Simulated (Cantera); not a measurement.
An isothermal, constant-pressure homogeneous reactor starts with NO : N2 = 1 : 2.8 (molar parts), at 1650 K and 13000 Pa.

Computed with Cantera and GRI-Mech 3.0 (53 species, 325 reactions).

x: mole fraction; the columns are a selection and need not sum to one.

```tsv
t (s)	x NO	x O	x NO2	x N2O	x N2	x O2
7.00e-5	0.263	3.28e-8	8.46e-10	3.36e-8	0.737	7.80e-12
0.000289	0.263	1.26e-7	___	1.38e-7	0.737	1.26e-10
0.00119	0.263	3.92e-7	___	5.66e-7	0.737	1.87e-9
0.00492	0.263	7.90e-7	___	2.26e-6	0.737	2.67e-8
0.0203	0.263	1.61e-6	___	8.09e-6	0.737	5.76e-7
0.0837	0.263	3.36e-6	___	2.01e-5	0.737	1.61e-5
0.345	0.263	3.87e-6	___	2.50e-5	0.737	0.000142
1.42	0.262	4.24e-6	___	2.48e-5	0.738	0.000682
5.88	0.257	5.47e-6	___	2.39e-5	0.740	0.00289
24.2	0.240	8.70e-6	___	2.05e-5	0.748	0.0115
100	0.184	1.48e-5	___	1.18e-5	0.776	0.0394
```

What belongs in the gaps?


- 0.000289, x NO2: 1.36e-8
- 0.00119, x NO2: 1.87e-7
- 0.00492, x NO2: 1.66e-6
- 0.0203, x NO2: 8.92e-6
- 0.0837, x NO2: 2.73e-5
- 0.345, x NO2: 3.25e-5
- 1.42, x NO2: 3.61e-5
- 5.88, x NO2: 4.78e-5
- 24.2, x NO2: 7.49e-5
- 100, x NO2: 0.000102
